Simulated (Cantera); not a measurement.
# Thermodynamics of iron carbonyl, mercury and lead vapours, feed Fe(CO)5 + CO + H2

A closed system holds: 1 mol Fe(CO)5, 0.051 mol CO, 16 mol H2, equilibrated at 18.0 Pa.

Equilibrium computed with Cantera from the NASA thermochemical tables; the gas is ideal and each condensed phase is pure. Candidate condensed phases: C, C6H6, C7H8, C8H18, Fe, Fe(CO)5, FeO, Fe(OH)2, Fe(OH)3, Fe2O3, Fe3O4, H2O; 114 gas species. The numbers say what is thermodynamically allowed, not how fast it happens.

```
T (K)   x H2   x CO       x H      x Fe    x CH4  n Fe(α)  n Fe(γ)
-----  -----  -----  --------  --------  -------  -------  -------
1075   0.760  0.240   9.54e-7   2.51e-9  4.69e-6     1.00        0
1125   0.760  0.240   2.89e-6   1.87e-8  2.84e-6     1.00        0
1175   0.760  0.240   7.97e-6   1.17e-7  1.65e-6    1.000        0
1225   0.760  0.240   2.03e-5   6.27e-7  9.74e-7        0    1.000
1275   0.760  0.240   4.79e-5   2.93e-6  5.68e-7        0    1.000
1325   0.760  0.240  0.000106   1.22e-5  3.22e-7        0    1.000
1375   0.760  0.240  0.000223   4.56e-5  1.79e-7        0    0.999
1425   0.760  0.240  0.000443  0.000155  9.94e-8        0    0.997
1475   0.759  0.240  0.000842  0.000485  5.62e-8        0    0.990
1525   0.758  0.239   0.00153   0.00141  3.25e-8        0    0.970
```
x: gas mole fraction; n: condensed amount in mol.

From 1075 K to 1175 K the condensed part is Fe(α). From 1225 K to 1525 K the condensed part is Fe(γ).
